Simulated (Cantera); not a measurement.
A closed system holds: 1 mol Fe2O3, 13 mol CO, equilibrated at 2475 K and 0.500 bar.

Equilibrium computed with Cantera from the NASA thermochemical tables; the gas is ideal and each condensed phase is pure. Candidate condensed phases: C, Fe, Fe(CO)5, FeO, Fe2O3, Fe3O4; 15 gas species. The tables' stoichiometric FeO is somewhat more stable than real wüstite, so its field is too wide. FeO: taken at fixed stoichiometry. Equilibrium is a limit: real reactors are often held back by kinetics, nucleation or transport.

Base state: CO 0.859, CO2 0.107, Fe 0.0329, FeO 0.00125, O 0.000103, O2 3.23e-5 (mole fractions); condensed: FeO(l).

**Question.** What changes in the equilibrium state with this change: pressure from 0.500 bar to 0.00133 bar?

**Answer.** 
```csv
species,before,after
CO,0.859,0.709
Fe,0.0329,0.120
CO2,0.107,0.104
O,0.000103,0.0452
O2,3.23e-5,0.0167
FeO,0.00125,0.00533
"FeO(l), mol",1.54,0
```

**Question.** What changes in the equilibrium state with this change: CO from 13 to 1.3 mol?

**Answer.** 
| species | before | after |
|---|---|---|
| CO2 | 0.107 | 0.720 |
| CO | 0.859 | 0.259 |
| O2 | 3.23e-5 | 0.0161 |
| Fe | 0.0329 | 0.00148 |
| O | 0.000103 | 0.00230 |
| FeO | 0.00125 | 0.00125 |
| FeO(l), mol | 1.54 | 2.00 |
